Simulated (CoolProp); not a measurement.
The fluid at 371.31 K and 0.728 MPa is compressed adiabatically to 2.32 MPa with isentropic efficiency 0.85. The same conditions are run with several fluids, on thermodynamics alone (safety and materials aside).

Model: reference Helmholtz-energy equation of state of each fluid (c-C4F8 (RC318): Platzer 1990; carbonyl sulfide: Lemmon 2006; chloromethane (R40): Thol 2014; hydrogen sulfide: Lemmon 2006), in CoolProp. The equations of Platzer and Polt are older, rougher fits.

**Question.** Rank c-C4F8 (RC318), carbonyl sulfide, chloromethane (R40), hydrogen sulfide by work (kJ/kg), highest first.

**Answer.** hydrogen sulfide (138), chloromethane (R40) (85.8), carbonyl sulfide (74.2), c-C4F8 (RC318) (17.6)

```
fluid                final temperature (K)  final density (kg/m³)
-------------------  ---------------------  ---------------------
c-C4F8 (RC318)                       405.2                    197
carbonyl sulfide                     475.7                   37.5
chloromethane (R40)                  469.6                   32.9
hydrogen sulfide                     506.6                   19.4
```
